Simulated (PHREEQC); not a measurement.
Consider water at 25 °C with 0.0033 mol/kgw HBr, 0.066 mol/kgw NaCl and 0.0002 mol/kgw MgCl2. Closed to the air; pH follows from the charge balance.

Equilibrium calculation in PHREEQC: ion-association model, phreeqc.dat.

This is a speciation only: nothing precipitates in the calculation.

**Question.** Estimate the pH, specific conductance, density.

**Answer.** pH 2.56; specific conductance 8350 µS/cm; density 1.000 g/cm³.
